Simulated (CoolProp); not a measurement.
Vapour-liquid equilibrium of fluoroethane (R161) (1) + R134a (2) at 47.65 °C; x and y are mole fractions of (1).

The numbers come from the multi-fluid Helmholtz-energy mixture model, Wu 2012 and Tillner-Roth 1994; pair parameters Bell 2016 in CoolProp.

```
x     bubble pressure (MPa)  y at the bubble point  dew pressure at overall composition x (MPa)  liquid density (mol/L)
----  ---------------------  ---------------------  -------------------------------------------  ----------------------
0.05                  1.254                  0.057                                            …                   11.03
0.15                  1.281                  0.170                                        1.276                       …
0.25                  1.311                  0.281                                        1.302                   11.54
0.35                  1.344                  0.391                                        1.331                   11.81
0.45                  1.380                  0.497                                        1.363                   12.08
0.55                  1.419                  0.600                                        1.400                   12.36
0.65                  1.462                  0.698                                        1.441                   12.64
0.75                  1.509                  0.791                                        1.487                   12.93
0.85                  1.559                  0.879                                        1.541                   13.22
0.95                  1.612                  0.961                                        1.604                       …
```

Q: Complete the blanks.

A: 
- 0.05, dew pressure at overall composition x (MPa): 1.253
- 0.15, liquid density (mol/L): 11.28
- 0.95, liquid density (mol/L): 13.52

No azeotrope shows between x = 0.05 and 0.95.

Pair parameters are fitted to limited data, so mixtures are less certain than the pure fluids.
